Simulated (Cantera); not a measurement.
Feed: 1 mol Si, 0.39 mol CO, 1.3 mol N2, equilibrated at 1.33 mbar.

These are equilibrium values from Cantera (NASA tables, ideal gas, pure condensed phases), not measurements of a reactor. Candidate condensed phases: C, Si, SiC, SiO2, Si2N2O, Si3N4; 34 gas species. Mutual solubility and eutectic melting of coexisting phases are not modelled. Rates play no part.

Problem. At 1427 °C, list the 4 most abundant gas species with their mole fractions, and the condensed phases.

Solution. N2 0.885, SiO 0.100, CO 0.0146, Si 0.000310. Condensed: SiC(s) + Si2N2O(s).
